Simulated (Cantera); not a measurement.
Stirred combustor or abatement burner

A perfectly stirred reactor is fed with C₂H₆ : O₂ : N₂ : H₂O = 1 : 2.69 : 10.1 : 1 (molar parts), at 1.40 bar; it is adiabatic with a 475 K inlet, and is followed from long to short residence time, starting on the burning branch (τ in s: 0.15, 0.061, 0.025, 0.01, 0.0041, 0.0017, 0.00068, 0.00027, 0.00011, 4.5e-05).

Detailed kinetics in Cantera: GRI-Mech 3.0 (53 species, 325 reactions).

```csv
τ (s),T (K),x C₂H₆,x O₂,x H₂O,x H,x CO
0.15,2114,2.92e-7,8.14e-5,0.207,0.00128,0.0607
0.061,2108,6.35e-7,0.000149,0.207,0.00175,0.0607
0.025,2100,1.34e-6,0.000271,0.206,0.00239,0.0607
0.010,2088,2.83e-6,0.000495,0.205,0.00326,0.0607
0.0041,2073,5.90e-6,0.000873,0.204,0.00427,0.0608
0.0017,2054,1.25e-5,0.00151,0.202,0.00532,0.0612
0.00068,2030,2.89e-5,0.00273,0.201,0.00622,0.0622
0.00027,1993,7.60e-5,0.00546,0.200,0.00645,0.0647
0.00011,475,0.0676,0.182,0.0676,<1e-12,<1e-12
4.5e-5,475,0.0676,0.182,0.0676,<1e-12,<1e-12
```
x: mole fraction; the columns are a selection and need not sum to one.
